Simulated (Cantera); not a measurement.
Charge: 1 mol Si3N4, 0.0091 mol C, 0.39 mol N2, at 2700 °C and 1.60 Pa.

Cantera equilibrium calculation (NASA polynomials, part measured and part estimated; ideal gas, pure solids and liquids). Candidate condensed phases: C, Si, SiC, Si3N4; 20 gas species. The tables' values for SiN are old estimates; treat these amounts as uncertain. Rates play no part.

Base state: Si 0.555, N2 0.441, N 0.00194, C 0.00141, CN 0.000268, SiN 8.19e-5 (mole fractions); condensed: gas only.

Q: What changes in the equilibrium state with this change: pressure from 1.60 Pa to 133 Pa?

A: 
```json
[
 {"species": "Si", "before": "0.555", "after": "0.555"},
 {"species": "N2", "before": "0.441", "after": "0.442"},
 {"species": "CN", "before": "0.000268", "after": "0.000852"},
 {"species": "N", "before": "0.00194", "after": "0.000213"},
 {"species": "C", "before": "0.00141", "after": "0.000493"},
 {"species": "Si2C", "before": "1.98e-8", "after": "4.79e-5"},
 {"species": "SiC2", "before": "1.49e-7", "after": "0.000125"},
 {"species": "Si2", "before": "2.54e-6", "after": "0.000211"},
 {"species": "SiC", "before": "1.09e-6", "after": "3.17e-5"}
]
```

Q: What changes in the equilibrium state with this change: temperature from 2700 °C to 1900 °C?

A: 
| species | before | after |
|---|---|---|
| Si | 0.555 | 0.554 |
| N2 | 0.441 | 0.444 |
| Si2C | 1.98e-8 | 0.000843 |
| N | 0.00194 | 1.50e-6 |
| C | 0.00141 | 5.26e-6 |
| SiC2 | 1.49e-7 | 0.000386 |
| Si2 | 2.54e-6 | 0.000264 |
| CN | 0.000268 | 6.72e-5 |
| SiN | 8.19e-5 | 0.000263 |

Q: What changes in the equilibrium state with this change: pressure from 1.60 Pa to 450 Pa?

A: 
```
species   before     after
-------  -------  --------
Si         0.555     0.554
N2         0.441     0.443
SiN      8.19e-5   0.00137
N        0.00194  0.000116
Si2C     1.98e-8  0.000232
Si2N     5.28e-9   2.48e-5
```
